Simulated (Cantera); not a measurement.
An adiabatic, constant-pressure homogeneous reactor starts with H₂ : O₂ : N₂ : H₂O = 1 : 0.617 : 2.32 : 0.76 (molar parts), equivalence ratio 0.81, at 1373 K and 1.10 bar. Integrator tolerance rtol = 1e-08.

Model: the H2/O2 subset of GRI-Mech 3.0, which has no nitrogen chemistry, integrated in Cantera.

Task: What does this change do: pressure from 1.10 bar to 0.550 bar?

Result: 
```json
[
 {"quantity": "time of steepest temperature rise", "before": "23.7 µs", "after": "45.6 µs"},
 {"quantity": "temperature at 2.00 s", "before": "2552 K", "after": "2517 K"},
 {"quantity": "equilibrium temperature", "before": "2552 K", "after": "2517 K"},
 {"quantity": "x(H₂) at 2.00 s", "before": "0.0162 (gas-phase equilibrium 0.0162)", "after": "0.0189 (gas-phase equilibrium 0.0189)"},
 {"quantity": "x(O₂) at 2.00 s", "before": "0.0299 (gas-phase equilibrium 0.0299)", "after": "0.0308 (gas-phase equilibrium 0.0308)"},
 {"quantity": "x(H₂O) at 2.00 s", "before": "0.384 (gas-phase equilibrium 0.384)", "after": "0.379 (gas-phase equilibrium 0.379)"},
 {"quantity": "x(H₂O₂) at 2.00 s", "before": "5.48e-7 (gas-phase equilibrium 5.48e-7)", "after": "3.60e-7 (gas-phase equilibrium 3.60e-7)"},
 {"quantity": "x(O) at 2.00 s", "before": "0.00309 (gas-phase equilibrium 0.00309)", "after": "0.00375 (gas-phase equilibrium 0.00375)"},
 {"quantity": "x(H) at 2.00 s", "before": "0.00385 (gas-phase equilibrium 0.00385)", "after": "0.00506 (gas-phase equilibrium 0.00506)"},
 {"quantity": "x(HO₂) at 2.00 s", "before": "7.59e-6 (gas-phase equilibrium 7.59e-6)", "after": "5.93e-6 (gas-phase equilibrium 5.93e-6)"}
]
```

Task: What does this change do: H2O 0.76 to 0.42 parts?

Result: 
| quantity | before | after |
|---|---|---|
| time of steepest temperature rise | 23.7 µs | 21.4 µs |
| temperature at 2.00 s | 2552 K | 2634 K |
| equilibrium temperature | 2552 K | 2634 K |
| x(H₂) at 2.00 s | 0.0162 (gas-phase equilibrium 0.0162) | 0.0192 (gas-phase equilibrium 0.0192) |
| x(O₂) at 2.00 s | 0.0299 (gas-phase equilibrium 0.0299) | 0.0324 (gas-phase equilibrium 0.0324) |
| x(H₂O) at 2.00 s | 0.384 (gas-phase equilibrium 0.384) | 0.326 (gas-phase equilibrium 0.326) |
| x(H₂O₂) at 2.00 s | 5.48e-7 (gas-phase equilibrium 5.48e-7) | 5.70e-7 (gas-phase equilibrium 5.70e-7) |
| x(O) at 2.00 s | 0.00309 (gas-phase equilibrium 0.00309) | 0.00468 (gas-phase equilibrium 0.00468) |
| x(H) at 2.00 s | 0.00385 (gas-phase equilibrium 0.00385) | 0.00585 (gas-phase equilibrium 0.00585) |
| x(HO₂) at 2.00 s | 7.59e-6 (gas-phase equilibrium 7.59e-6) | 9.05e-6 (gas-phase equilibrium 9.05e-6) |
